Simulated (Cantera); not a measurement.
Cantera run, input and output.

```python
import numpy as np
import cantera as ct

gas = ct.Solution("h2o2.yaml")
gas.TPX = 498, 1000000, {'H2': 1, 'O2': 0.217, 'N2': 0.817}
flame = ct.FreeFlame(gas, width=0.008)
flame.set_refine_criteria(ratio=3, slope=0.08, curve=0.16)
flame.transport_model = "mixture-averaged"
flame.solve(loglevel=0, auto=True)
z, T = flame.grid, flame.T
thick = (T[-1] - T[0]) / np.gradient(T, z).max()
show = ['H2', 'O2', 'H', 'HO2', 'H2O2', 'O']
print(f"laminar burning velocity  {flame.velocity[0] * 100:.3f} cm/s")
print(f"burnt temperature         {T[-1]:.1f} K")
print(f"thermal thickness         {thick * 1e3:.4f} mm")
print(f"grid points               {len(z)}")
z0 = z[flame.heat_release_rate.argmax()]
print(f"{'z/mm':>9s}{'T/K':>9s}{'u/(m/s)':>9s}" + "".join(f"{s:>11s}" for s in show))
rows = []
for k in (-3, -2, -1.5, -1, -0.5, -0.25, 0, 0.25, 0.5, 1, 2, 4, 8):
    zz = z0 + k * thick
    rows.append([k * thick, np.interp(zz, z, T), np.interp(zz, z, flame.velocity),
                 *(np.interp(zz, z, flame.X[gas.species_index(s)]) for s in show)])
    print(f"{rows[-1][0] * 1e3:9.3f}{rows[-1][1]:9.1f}{rows[-1][2]:9.3f}" + "".join(f"{x:11.3e}" for x in rows[-1][3:]))
```

Result:

```
laminar burning velocity  530.954 cm/s
burnt temperature         2136.7 K
thermal thickness         0.0242 mm
grid points               115
     z/mm      T/K  u/(m/s)         H2         O2          H        HO2       H2O2          O
   -0.073    498.0    5.310  4.916e-01  1.067e-01  1.641e-13  2.674e-09  1.581e-10  3.906e-11
   -0.048    498.1    5.310  4.915e-01  1.067e-01  2.520e-12  3.428e-08  2.079e-09  5.943e-10
   -0.036    498.8    5.314  4.912e-01  1.068e-01  2.867e-11  3.916e-07  2.439e-08  6.349e-09
   -0.024    504.5    5.357  4.892e-01  1.072e-01  1.043e-09  7.949e-06  5.015e-07  1.021e-07
   -0.012    620.5    6.398  4.693e-01  1.084e-01  5.177e-05  7.882e-04  4.677e-05  1.063e-05
   -0.006    944.3    9.417  4.315e-01  9.750e-02  2.323e-03  1.125e-03  1.146e-04  1.644e-04
    0.000   1333.8   13.029  3.799e-01  7.000e-02  1.168e-02  5.433e-04  4.855e-05  7.259e-04
    0.006   1608.0   15.605  3.339e-01  3.777e-02  2.345e-02  2.580e-04  7.228e-06  1.025e-03
    0.012   1760.6   17.050  3.071e-01  1.673e-02  3.005e-02  1.092e-04  2.909e-06  7.337e-04
    0.024   1888.6   18.226  2.925e-01  3.007e-03  3.023e-02  1.855e-05  1.008e-06  2.662e-04
    0.048   1975.6   18.973  2.942e-01  2.359e-04  2.274e-02  1.459e-06  2.972e-07  1.042e-04
    0.097   2041.0   19.514  2.992e-01  2.095e-05  1.443e-02  1.919e-07  1.165e-07  4.303e-05
    0.194   2085.6   19.874  3.031e-01  5.890e-06  8.276e-03  6.011e-08  4.596e-08  1.477e-05
```

Cantera simulation using the H2/O2 subset of GRI-Mech 3.0, which has no nitrogen chemistry; the numbers are that mechanism's predictions, not measurements. The hydrogen kinetics of GRI-Mech 3.0 are dated; newer H2 mechanisms differ, most at raised pressure. Burning velocities carry a grid error of a few per cent, more on coarse grids.
